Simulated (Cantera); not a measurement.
Equilibrium for silicon carbide growth: SiH₄ + HCl + H₂ + C₃H₈

Charge: 1 mol SiH₄, 5 mol HCl, 430 mol H₂, 0.013 mol C₃H₈, equilibrated at 133 Pa.

Cantera equilibrium calculation (NASA polynomials, part measured and part estimated; ideal gas, pure solids and liquids). Candidate condensed phases: C, C₆H₆, C₇H₈, C₈H₁₈, Si, SiC; 109 gas species. Mutual solubility and eutectic melting of coexisting phases are not modelled. The tables' values for SiCl are old estimates; treat these amounts as uncertain. Gases not in the tables: Si₂H₆ and higher silanes. The numbers say what is thermodynamically allowed, not how fast it happens.

From 1100 K to 1550 K the condensed part is Si(s) + SiC(s). At 1700 K the condensed part is Si(l) + SiC(s). At 1850 K the condensed part is SiC(s). From 2000 K to 2300 K nothing is condensed. The main Si-bearing gas is SiCl₂ at 1100 K and Si at 2300 K.

```csv
T (K),x H₂,x H,x HCl,x Si,x Cl,x SiCl₂,x SiH,x SiCl,n Si(s),n SiC(s),n Si(l)
1100,0.989,7.04e-7,0.0109,1.77e-11,6.95e-9,0.000244,1.94e-11,5.35e-10,0.846,0.0390,0
1250,0.989,1.32e-5,0.0108,6.23e-9,1.23e-7,0.000299,2.50e-9,2.32e-8,0.829,0.0390,0
1400,0.989,0.000132,0.0107,6.17e-7,1.19e-6,0.000345,1.12e-7,4.43e-7,0.809,0.0390,0
1550,0.988,0.000857,0.0107,2.49e-5,7.38e-6,0.000383,2.38e-6,4.71e-6,0.778,0.0390,0
1700,0.984,0.00400,0.0105,0.000509,3.33e-5,0.000404,2.85e-5,3.20e-5,0,0.0376,0.524
1850,0.972,0.0145,0.0109,0.00188,0.000124,0.000137,6.70e-5,4.91e-5,0,0.0260,0
2000,0.943,0.0433,0.0107,0.00210,0.000367,1.88e-5,5.05e-5,2.52e-5,0,0,0
2150,0.879,0.108,0.00988,0.00210,0.000891,2.81e-6,3.51e-5,1.22e-5,0,0,0
2300,0.757,0.231,0.00827,0.00198,0.00181,4.49e-7,2.31e-5,5.81e-6,0,0,0
```
x: gas mole fraction; n: condensed amount in mol.
